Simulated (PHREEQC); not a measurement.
2.3 g of hydrous ferric oxide (600 m²/g; 0.2 weak and 0.005 strong sites per Fe, Dzombak-Morel constants, diffuse double layer) in 1 kg of water with 0.01 mol/kgw of an inert sodium salt and 8.6e-06 mol PbCl2 and 7.4e-05 mol NiCl2, at 25 °C; the pH is set by adding NaOH or the inert anion's acid. Oxygen is held at 0.21 atm. No CO2 enters from the air. Precipitation was switched off in this run.

Equilibrium calculation in PHREEQC: ion-association model, wateq4f.dat.

Q: Predict Pb sorbed (%) at pH = 3.5, 8.5.

A: 
```tsv
pH	Pb sorbed (%)
3.5	58.0
8.5	100.0
```

The oxide is taken as insoluble; below pH 4 it would dissolve.
